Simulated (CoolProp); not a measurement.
n-perfluoropentane along the isobar 0.961 MPa: density (kg/m³) from the reference equation and from simpler models built on Tc = 147.9 °C, pc = 2.063 MPa, ω = 0.436; each cubic takes its own stable root.

The numbers come from the reference Helmholtz-energy equation of state, Gao 2022 in CoolProp.

| T (°C) | phase | reference | van der Waals | Redlich-Kwong | Soave-Redlich-Kwong | Peng-Robinson |
|---|---|---|---|---|---|---|
| -48.95 | liquid | 1830 | 1100 | 1624 | 1695 | 1906 |
| -36.45 | liquid | 1794 | 1081 | 1592 | 1668 | 1877 |
| -24.05 | liquid | 1759 | 1062 | 1558 | 1639 | 1846 |
| -11.55 | liquid | [?] | 1041 | 1523 | 1608 | 1813 |
| 0.85 | liquid | [?] | 1020 | 1485 | 1575 | 1777 |
| 13.35 | liquid | 1647 | 996.4 | 1445 | 1538 | 1737 |
| 25.75 | liquid | 1607 | [?] | 1403 | 1499 | 1694 |
| 38.25 | liquid | 1566 | 945.0 | 1357 | 1456 | 1647 |
| 50.65 | liquid | 1522 | 915.9 | 1308 | 1408 | 1595 |
| 63.15 | liquid | 1474 | 883.1 | 1253 | 1355 | 1535 |
| 75.55 | liquid | 1423 | 845.6 | 1193 | 1296 | 1469 |
| 88.05 | liquid | 1366 | 124.5 | 1124 | 1227 | 1391 |
| 100.45 | liquid | 1300 | 115.9 | 124.6 | 1145 | 1299 |
| 112.95 | gas | 120.8 | 108.8 | 114.8 | 118.6 | 121.6 |
| 125.35 | gas | 110.0 | 102.9 | 107.1 | 108.9 | 111.4 |

**Question.** Fill in the missing entries.

**Answer.** 
- -11.55, reference: 1722
- 0.85, reference: 1685
- 25.75, van der Waals: 971.8

At some of these states van der Waals, Redlich-Kwong gives the other phase, because its saturation line lies elsewhere.
